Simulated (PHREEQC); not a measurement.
**Acid rinse or clean: an equilibrium model**

Consider water at 25 °C with 9.7 mmol/kgw HCl, 83 mmol/kgw FeCl3 and 0.49 mmol/kgw MnSO4. Closed to the air; pH follows from the charge balance.

Computed with PHREEQC (ion-association model, phreeqc.dat).

This is a speciation only: nothing precipitates in the calculation.

Problem. What pH does the model give?

Solution. pH 1.78.

Problem. In which forms is S present?

Solution. FeSO4+ 78 %, SO4-2 8.8 %, FeHSO4+2 8.5 %, HSO4- 4.6 % of the S.

Saturation is exceeded, for instance for Hematite (slow to form), Goethite (slow to form); the values hold only as long as no solid forms.
